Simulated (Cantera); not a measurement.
Charge: 1 mol n-butane, 5.5 mol H2O, 47 mol H2, equilibrated at 2300 K.

Cantera equilibrium calculation (NASA polynomials, part measured and part estimated; ideal gas, pure solids and liquids). Candidate condensed phases: C, C6H6, C7H8, C8H18, H2O; 110 gas species. Equilibrium is a limit: real reactors are often held back by kinetics, nucleation or transport.

**Question.** At 1400000 Pa, list the 6 most abundant gas species with their mole fractions, and the condensed phases.

**Answer.** H2 0.909, CO 0.0647, H2O 0.0240, H 0.00247, CO2 0.000305, OH 1.05e-5. Condensed: gas only.
